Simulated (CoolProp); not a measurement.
Vapour pressure (kPa) of CH2F2 (R32): the reference equation beside estimates from Tc = 351.3 K, pc = 5783 kPa, ω = 0.277. Clausius-Clapeyron is anchored at 211.6 K with a constant enthalpy of vaporisation of 20.41 kJ/mol.

Computed with CoolProp (reference Helmholtz-energy equation of state, Tillner-Roth 1997).

| T (K) | reference | Lee-Kesler | Clausius-Clapeyron | Redlich-Kwong | Peng-Robinson |
|---|---|---|---|---|---|
| 196 | 22.69 | 20.89 | 23.65 | 52.94 | 22.15 |
| 203.8 | 37.55 | 35.24 | 38.19 | 82.51 | 36.80 |
| 211.6 | 59.54 | 56.81 | 59.54 | 123.5 | 58.57 |
| 219.4 | 90.94 | 88.01 | 89.94 | 178.4 | 89.76 |
| 227.2 | 134.4 | 131.6 | 132.1 | 250.0 | 133.0 |
| 234.9 | 191.9 | 189.9 | 188.2 | 339.7 | 190.6 |
| 242.7 | 268.4 | 267.7 | 263.3 | 452.6 | 267.2 |
| 250.5 | 366.7 | 368.1 | 360.8 | 590.5 | 365.9 |
| 258.3 | 490.7 | 494.8 | 485.0 | 756.2 | 490.7 |
| 266.1 | 644.6 | 651.9 | 640.9 | 952.5 | 645.9 |
| 273.9 | 832.8 | 843.7 | 833.4 | 1182 | 835.9 |

Absolute difference from the reference over all 11 rows, mean and median: Lee-Kesler 2.6 and 1.3 %, Clausius-Clapeyron 1.5 and 1.6 %, Redlich-Kwong 81.2 and 77.0 %, Peng-Robinson 0.9 and 0.7 %.
